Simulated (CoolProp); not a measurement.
Saturation properties of n-perfluoropentane.

Model: reference Helmholtz-energy equation of state, Gao 2022, in CoolProp.

```tsv
T (°C)	p (MPa)	liquid density (kg/m³)	vapour density (kg/m³)	enthalpy of vaporisation (kJ/kg)
-48.55	0.001630	1826	0.2519	110.7
-41.85	0.002667	1807	0.4008	109.1
-35.05	0.004247	1787	0.6209	107.5
-28.35	0.006512	1768	0.9280	105.9
-21.55	0.009768	1748	1.358	104.2
-14.75	0.01427	1728	1.938	102.6
-8.05	0.02026	1708	2.692	100.9
-1.25	0.02829	1688	3.683	99.12
5.55	0.03871	1667	4.948	97.33
12.25	0.05180	1646	6.510	95.52
19.05	0.06847	1624	8.474	93.62
25.75	0.08879	1602	10.84	91.70
32.55	0.1140	1580	13.75	89.67
39.35	0.1444	1556	17.26	87.57
46.05	0.1801	1532	21.38	85.42
```

It boils at 29.3 °C under 1 atm.
